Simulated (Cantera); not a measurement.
SiHCl₃ + NH₃ + N₂ (silicon nitride deposition)

Charge: 1 mol SiHCl₃, 8.1 mol NH₃, 1.2 mol N₂, equilibrated at 68.3 Torr.

Equilibrium computed with Cantera from the NASA thermochemical tables; the gas is ideal and each condensed phase is pure. Candidate condensed phases: NH₄Cl, Si, Si₃N₄; 28 gas species. The tables' values for SiCl₃, SiCl are old estimates; treat these amounts as uncertain. Gases not in the tables: Si₂H₆ and higher silanes. Rates play no part.

From 1375 K to 1825 K the condensed part is Si₃N₄(s). From 1875 K to 1925 K the condensed part is Si(l). The main Si-bearing gas is SiCl₂ throughout. The share of Si in condensed phases is highest at 1375 K (98.7 %) and lowest at 1875 K (33.1 %).

```
T (K)   x H₂   x N₂   x HCl   x SiCl₂       x H  n Si₃N₄(s)  n Si(l)
-----  -----  -----  ------  --------  --------  ----------  -------
1375   0.596  0.245   0.158  0.000333   8.77e-6       0.329        0
1425   0.596  0.245   0.157  0.000732   1.75e-5       0.326        0
1475   0.597  0.246   0.155   0.00150   3.32e-5       0.321        0
1525   0.598  0.246   0.152   0.00288   6.06e-5       0.312        0
1575   0.599  0.248   0.147   0.00514  0.000107       0.297        0
1625   0.601  0.249   0.140   0.00847  0.000181       0.276        0
1675   0.604  0.252   0.131    0.0129  0.000299       0.248        0
1725   0.607  0.254   0.120    0.0182  0.000480       0.214        0
1775   0.610  0.257   0.107    0.0240  0.000749       0.177        0
1825   0.613  0.260  0.0952    0.0299   0.00114       0.138        0
1875   0.608  0.270  0.0855    0.0336   0.00169           0    0.331
1925   0.606  0.270  0.0871    0.0328   0.00247           0    0.344
```
x: gas mole fraction; n: condensed amount in mol.
